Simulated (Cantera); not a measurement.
# Si + Cl2 (silicon etching in halogen gases)

Input: 1 mol Si, 5.2 mol Cl2, at 975 K and 100 Torr.

Equilibrium computed with Cantera from the NASA thermochemical tables; the gas is ideal and each condensed phase is pure. Candidate condensed phases: Si; 9 gas species. The numbers say what is thermodynamically allowed, not how fast it happens.

- x(Cl2) = 0.761
- x(SiCl4) = 0.238
- x(Cl) = 0.000633
- gas amount = 4.201 mol
- log10 activity of Si(s) (absent) = -28.12
